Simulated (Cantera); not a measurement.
Cantera run, input and output.

```python
import numpy as np
import cantera as ct

surf = ct.Interface("ptcombust.yaml", "Pt_surf")
gas = surf.adjacent["gas"]
gas.TPX = 300, 3700, {'H2': 0.038, 'O2': 0.067, 'N2': 0.79}
jet = ct.ImpingingJet(gas=gas, width=0.054, surface=surf)
jet.inlet.mdot, jet.inlet.T, jet.inlet.X = 0.041, 300, {'H2': 0.038, 'O2': 0.067, 'N2': 0.79}
jet.set_refine_criteria(ratio=10, slope=0.2, curve=0.3)
show, cover = ['H2', 'O2', 'H2O', 'OH'], ["PT(S)", "H(S)", "O(S)", "OH(S)", "CO(S)", "C(S)"]

rows = []
print(f"{'Ts/K':>7s}" + "".join(f"{s:>11s}" for s in show + cover) + "   (gas at the wall, coverages)")
for i, Ts in enumerate([600, 650, 700, 750, 800, 850, 900]):
    jet.surface.T = Ts
    if i == 0:
        surf.TP = Ts, 3700
        surf.coverages = "PT(S):0.5, O(S):0.5"
        surf.advance_coverages(1.0)
        jet.set_initial_guess(products="inlet")
    jet.solve(loglevel=0, auto=(i == 0))
    rows.append([*(jet.X[gas.species_index(s), -1] for s in show), *surf[cover].coverages])
    print(f"{Ts:7g}" + "".join(f"{x:11.3e}" for x in rows[-1]))
```

Output:

```
   Ts/K         H2         O2        H2O         OH      PT(S)       H(S)       O(S)      OH(S)      CO(S)       C(S)   (gas at the wall, coverages)
    600  3.025e-03  3.252e-02  7.665e-02  1.453e-12  1.526e-01  4.580e-09  8.391e-01  8.279e-03  5.592e-25  8.990e-29
    650  3.022e-03  3.262e-02  7.618e-02  1.879e-11  1.598e-01  8.174e-09  8.347e-01  5.527e-03  4.005e-18  1.345e-24
    700  2.995e-03  3.267e-02  7.582e-02  1.665e-10  1.682e-01  1.440e-08  8.279e-01  3.899e-03  4.392e-16  4.140e-26
    750  2.862e-03  3.261e-02  7.568e-02  1.080e-09  1.838e-01  2.589e-08  8.133e-01  2.931e-03  3.623e-17 -2.853e-26
    800  2.536e-03  3.234e-02  7.596e-02  5.251e-09  2.170e-01  5.047e-08  7.806e-01  2.351e-03  1.623e-18 -7.702e-30
    850  2.131e-03  3.197e-02  7.640e-02  2.024e-08  2.699e-01  1.036e-07  7.282e-01  1.972e-03  3.064e-17  4.226e-24
    900  1.787e-03  3.167e-02  7.676e-02  6.510e-08  3.353e-01  2.072e-07  6.630e-01  1.677e-03  9.642e-19  7.572e-25
```

Model: Deutschmann's 1995 Pt surface mechanism with GRI-Mech 3.0 gas chemistry, integrated in Cantera. Catalytic surfaces can have several steady states; this one follows from the mechanism file's or the stated starting coverage.
